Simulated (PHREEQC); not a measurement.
A solution holds 2.3 mmol/kgw Cu(BF4)2 and 9.3 mmol/kgw HBF4, at 25 °C. Closed to the air; pH follows from the charge balance.

Computed with PHREEQC (ion-association model, wateq4f.dat).

### Question
The ionic strength comes out as 0.0153 mol/kgw. What activity coefficients do BF3OH-, Cu+2, BF4-, F-, H+ get?

### Answer
BF3OH- 0.88, Cu+2 0.63, BF4- 0.88, F- 0.88, H+ 0.90.

This is a speciation only: nothing precipitates in the calculation. Real BF4- forms and hydrolyses slowly; the run takes it at equilibrium.
